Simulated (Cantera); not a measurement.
A Cantera script and what it prints.

```python
import numpy as np
import cantera as ct

gas_names = [...]  # 123 gases of nasa_gas.yaml made of C, H, O, S
cond_names = """
    C(gr) C6H6(L) C7H8(L) C8H18(L),n-octa H2O(s) H2O(L) H2SO4(L) S(cr1) S(cr2) S(L)
""".split()


# ... load() reads the species with a 1 bar reference pressure and builds the phases ...
atoms = {
    'CS2': {'C': 1, 'S': 2},
    'H2O': {'H': 2, 'O': 1},
    'O2': {'O': 2},
}
top_T = {'C(gr)': 4500}  # K; cautious upper limits of use, not melting points


# ... equilibrate(T, P, feed) seeds the gas with the atoms and calls Mixture.equilibrate('TP', solver="vcs", rtol=1e-11, max_steps=5000) ...
results = []
feed = {'CS2': 1, 'H2O': 4.4, 'O2': 2.2}  # mol
P = 1300  # Pa
for T in [1675, 1750, 1825, 1900, 1975, 2050, 2125, 2200, 2275, 2350, 2425, 2500]:
    mix = equilibrate(T, P, feed)
    results.append((T, P, feed, dict(zip(mix.species_names, mix.species_moles))))

top = {s: max(r[3][s] / sum(r[3][g] for g in gas_names) for r in results) for s in gas_names}
cols = sorted((s for s in top if top[s] > 1e-05), key=lambda s: -top[s])[:6]
seen = [c for c in cond_names if any(r[3].get(c, 0) > 1e-12 for r in results)]
print("log10 of partial pressures in bar; condensed amounts in mol")
print(f"{'T/K':>10s}" + "".join(f"{s[:9]:>10s}" for s in cols + seen))
for T, P, feed, n in results:
    ng = sum(n[g] for g in gas_names)
    print(f"{T:10.4g}" + "".join(f"{np.log10(max(n[s] / ng * P / 1e5, 1e-99)):10.3f}" for s in cols)
          + "".join(f"{n.get(c, 0):10.4g}" for c in seen))
```

Output:

```
log10 of partial pressures in bar; condensed amounts in mol
       T/K       H2O       SO2        H2       CO2        CO         H
      1675    -2.177    -2.523    -2.930    -2.948    -3.181    -5.400
      1750    -2.187    -2.515    -2.892    -2.985    -3.131    -5.079
      1825    -2.194    -2.510    -2.867    -3.016    -3.095    -4.789
      1900    -2.199    -2.509    -2.854    -3.040    -3.071    -4.527
      1975    -2.202    -2.510    -2.852    -3.058    -3.055    -4.290
      2050    -2.205    -2.513    -2.856    -3.072    -3.045    -4.072
      2125    -2.209    -2.518    -2.864    -3.084    -3.038    -3.872
      2200    -2.215    -2.526    -2.871    -3.098    -3.031    -3.685
      2275    -2.228    -2.538    -2.873    -3.119    -3.022    -3.508
      2350    -2.250    -2.557    -2.868    -3.154    -3.011    -3.338
      2425    -2.285    -2.585    -2.854    -3.205    -2.997    -3.174
      2500    -2.335    -2.626    -2.836    -3.276    -2.985    -3.018
```

Cantera equilibrium calculation (NASA polynomials, part measured and part estimated; ideal gas, pure solids and liquids).
